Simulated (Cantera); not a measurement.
An adiabatic, constant-pressure homogeneous reactor starts with CO : H2 : O2 : N2 = 1 : 0.19 : 0.238 : 0.895 (molar parts), equivalence ratio 2.5, at 975 K and 56000 Pa. Integrator tolerance rtol = 1e-08.

Cantera simulation using GRI-Mech 3.0 (53 species, 325 reactions); the numbers are that mechanism's predictions, not measurements.

```
quantity                                                              before                                    after
---------------------------------  -----------------------------------------  ---------------------------------------
time of steepest temperature rise                                   0.779 ms                                 0.895 ms
temperature at 2.00 s                                                 2470 K                                   2516 K
equilibrium temperature                                               2470 K                                   2516 K
x(CO) at 2.00 s                          0.320 (gas-phase equilibrium 0.320)      0.308 (gas-phase equilibrium 0.308)
x(H2) at 2.00 s                        0.0218 (gas-phase equilibrium 0.0218)    0.0106 (gas-phase equilibrium 0.0106)
x(O2) at 2.00 s                    0.000427 (gas-phase equilibrium 0.000427)  0.00109 (gas-phase equilibrium 0.00109)
x(HO2) at 2.00 s                     8.84e-8 (gas-phase equilibrium 8.84e-8)  1.59e-7 (gas-phase equilibrium 1.59e-7)
x(H2O2) at 2.00 s                    6.67e-9 (gas-phase equilibrium 6.67e-9)  7.32e-9 (gas-phase equilibrium 7.32e-9)
x(CO2) at 2.00 s                         0.157 (gas-phase equilibrium 0.157)      0.188 (gas-phase equilibrium 0.188)
```

Task: Which change was made?
A) constant volume in place of constant pressure
B) initial temperature 975 to 1175 K
C) initial temperature 975 to 1575 K
D) H2 0.19 to 0.11 parts

Result: D, H2 0.19 to 0.11 parts
